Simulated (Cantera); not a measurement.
**Equilibrium for silicon nitride deposition: trisilylamine + N2**

Input: 1 mol trisilylamine, a varied amount of N2, held at 650 °C and 750 Torr.

Method: chemical equilibrium by Gibbs-energy minimisation in Cantera with the NASA 1993 tables (ideal gas, pure condensed phases). Candidate condensed phases: Si, Si3N4; 18 gas species. The feed counts by its element totals alone. Kinetics and transport are ignored.

| n(N2) (mol) | log p H2 | log p N2 | log p NH3 | log p SiH4 | n Si(s) | n Si3N4(s) |
|---|---|---|---|---|---|---|
| 0.91 | 0.00 | <-12 | -9.20 | -6.49 | 0.885 | 0.705 |
| 1.3 | 0.00 | <-12 | -9.20 | -6.49 | 0.300 | 0.900 |
| 1.8 | -0.03 | -1.20 | -3.64 | <-12 | 0 | 1.00 |
| 2.6 | -0.10 | -0.71 | -3.49 | <-12 | 0 | 1.00 |
| 3.7 | -0.17 | -0.48 | -3.50 | <-12 | 0 | 1.00 |
| 5.3 | -0.27 | -0.34 | -3.56 | <-12 | 0 | 1.00 |
| 7.5 | -0.37 | -0.24 | -3.67 | <-12 | 0 | 1.00 |
| 11 | -0.49 | -0.17 | -3.82 | <-12 | 0 | 1.00 |
| 15 | -0.60 | -0.12 | -3.96 | <-12 | 0 | 1.00 |
| 21 | -0.73 | -0.09 | -4.13 | <-12 | 0 | 1.00 |
| 30 | -0.87 | -0.06 | -4.33 | <-12 | 0 | 1.00 |
| 43 | -1.01 | -0.04 | -4.53 | <-12 | 0 | 1.00 |
log p: log10 of the partial pressure in bar; n: condensed amount in mol.

From 0.91 mol N2 to 1.3 mol N2 the condensed part is Si(s) + Si3N4(s). From 1.8 mol N2 to 43 mol N2 the condensed part is Si3N4(s).
